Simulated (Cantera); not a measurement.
Charge: 1 mol Si, 0.04 mol O₂, 840 mol N₂, 0.038 mol CO₂, at 1425 °C and 133 Pa.

Equilibrium computed with Cantera from the NASA thermochemical tables; the gas is ideal and each condensed phase is pure. Candidate condensed phases: C, Si, SiC, SiO₂, Si₂N₂O, Si₃N₄; 34 gas species. Mutual solubility and eutectic melting of coexisting phases are not modelled. The tables' values for SiN are old estimates; treat these amounts as uncertain. Equilibrium is a limit: real reactors are often held back by kinetics, nucleation or transport.

Base state: N₂ 0.999, Si 0.000494, SiO 0.000176, Si₂N 1.99e-5, SiN 1.10e-5 (mole fractions); condensed: Si(l) + SiC(s).

Problem. What changes in the equilibrium state with this change: temperature from 1425 °C to 1277 °C?

Solution. 
```tsv
species	before	after
N₂	0.999	1.000
SiO	0.000176	0.000141
CO	9.35e-6	4.53e-5
Si	0.000494	5.08e-6
Si₂N	1.99e-5	6.29e-8
SiN	1.10e-5	1.94e-7
Si(l), mol	0.357	0
SiC(s), mol	0.0277	0
Si₃N₄(s), mol	0	0.292
```
